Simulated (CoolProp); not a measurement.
Vapour-liquid equilibrium of CH2F2 (R32) (1) + R1234yf (2) at 179.8 K; x and y are mole fractions of (1).

Values from CoolProp's multi-fluid Helmholtz-energy mixture model, Tillner-Roth 1997 and Lemmon 2022; pair parameters Bell 2023.

```
x     bubble pressure (MPa)  y at the bubble point  dew pressure at overall composition x (MPa)  liquid density (mol/L)
----  ---------------------  ---------------------  -------------------------------------------  ----------------------
0.05               0.002380                  0.282                                            …                   12.85
0.15               0.003447                  0.553                                     0.002067                   13.53
0.25               0.004326                  0.679                                     0.002296                   14.30
0.35                      …                  0.749                                     0.002582                   15.17
0.45               0.005496                      …                                            …                   16.16
0.55               0.005854                  0.824                                     0.003431                       …
0.65               0.006124                  0.850                                     0.004091                   18.63
0.75               0.006348                  0.876                                     0.005011                   20.17
0.85                      …                  0.909                                     0.006123                   22.00
0.95               0.006716                  0.961                                     0.006692                   24.17
```

Task: What belongs in the gaps?

Result: 
- 0.05, dew pressure at overall composition x (MPa): 0.001879
- 0.35, bubble pressure (MPa): 0.005001
- 0.45, y at the bubble point: 0.793
- 0.45, dew pressure at overall composition x (MPa): 0.002948
- 0.55, liquid density (mol/L): 17.31
- 0.85, bubble pressure (MPa): 0.006549

No azeotrope shows between x = 0.05 and 0.95.

Pair parameters are fitted to limited data, so mixtures are less certain than the pure fluids.
